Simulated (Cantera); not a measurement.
# Reactions in the system Cu-F-O

Cantera with NASA thermochemical tables; ideal gases at 1 bar, condensed phases pure. Values are per mole of reaction as written; species without (g) are pure solids or liquids, kept so even where they would boil at 1 bar.

4 CuF₂ + O₂(g) → 2 Cu₂O + 4 F₂(g)

```json
[
 {"T (K)": "473", "ΔH° (kJ)": "1805.3", "ΔS° (J/K)": "457.8", "ΔG° (kJ)": "1588.8", "log10 K": "-175.45"},
 {"T (K)": "623", "ΔH° (kJ)": "1795.2", "ΔS° (J/K)": "439.3", "ΔG° (kJ)": "1521.5", "log10 K": "-127.57"},
 {"T (K)": "773", "ΔH° (kJ)": "1783.6", "ΔS° (J/K)": "422.7", "ΔG° (kJ)": "1456.9", "log10 K": "-98.45"},
 {"T (K)": "923", "ΔH° (kJ)": "1771.2", "ΔS° (J/K)": "408.0", "ΔG° (kJ)": "1394.6", "log10 K": "-78.92"},
 {"T (K)": "1073", "ΔH° (kJ)": "1758.4", "ΔS° (J/K)": "395.2", "ΔG° (kJ)": "1334.4", "log10 K": "-64.96"}
]
```
